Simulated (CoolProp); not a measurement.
Computed with CoolProp (reference Helmholtz-energy equation of state, Gao 2020).

Question: Give the vapour pressure (MPa), vapour density (kg/m³), surface tension (mN/m), vapour viscosity (µPa s) of saturated ammonia at 73.05 °C.

Answer: 
```csv
T (°C),p (MPa),vapour density (kg/m³),surface tension (mN/m),vapour viscosity (µPa s)
73.05,3.55,28.5,10.0,11.6
```

Viscosity comes from a separate model (Fenghour 1995). Surface tension comes from a separate correlation (Mulero 2012).
